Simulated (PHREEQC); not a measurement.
# Brine (model solution)

Solution (25 °C): 0.36 mol/kgw Na2CO3, 0.48 mol/kgw H3BO3 and 0.077 mol/kgw KBr. Closed to the air; pH follows from the charge balance.

All values are PHREEQC results (Pitzer model, pitzer.dat), not measurements.

Precipitation was switched off in this run.

Question: What pH does the model give?

Answer: pH 9.26.

Question: In which forms is B present?

Answer: B4O5(OH)4-2 45 %, B(OH)4- 24 %, B3O3(OH)4- 18 %, B(OH)3 13 % of the B.

Complexes and solids missing from the database can't appear.
